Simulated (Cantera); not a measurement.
## Low-pressure radical oxidation in H2/O2

An isothermal, constant-pressure homogeneous reactor starts with H2 : O2 = 0.45 : 1 (molar parts), equivalence ratio 0.23, at 1300 K and 530 Pa.

Computed with Cantera and the H2/O2 subset of GRI-Mech 3.0, which has no nitrogen chemistry. Radical loss at walls, strong at low pressure, is not modelled. The temperature is held fixed by assumption; the heat of reaction is taken as removed at once.

```
t (s)        x H2   x O2      x H    x H2O2    x H2O      x OH    x HO2
--------  -------  -----  -------  --------  -------  --------  -------
0.000200    0.310  0.690  1.53e-7  1.99e-10  1.25e-7   4.26e-8  8.93e-8
0.000843    0.310  0.690  6.20e-5   3.48e-9  8.91e-5   1.86e-5  4.03e-7
0.00356    0.0204  0.524    0.119   1.38e-7    0.223    0.0172  3.01e-6
0.0150     0.0189  0.538   0.0992   1.55e-7    0.243    0.0168  3.23e-6
0.0632     0.0120  0.582   0.0415   2.08e-7    0.304    0.0139  3.81e-6
0.267     0.00143  0.626  0.00149   1.46e-7    0.361   0.00496  2.48e-6
1.12      7.06e-5  0.632  1.62e-5   3.26e-8    0.367   0.00111  3.25e-7
4.74      7.13e-6  0.632  5.22e-7   7.28e-9    0.367  0.000353  5.28e-8
20.0      1.24e-6  0.633  3.80e-8   1.98e-9    0.367  0.000147  3.57e-8
```
x: mole fraction; the columns are a selection and need not sum to one.

Equilibrium at this temperature and pressure: H2 5.54e-7, O2 0.633, H 1.14e-8, H2O2 1.17e-9, H2O 0.367, OH 9.85e-5, HO2 4.43e-8 (gas phase only).
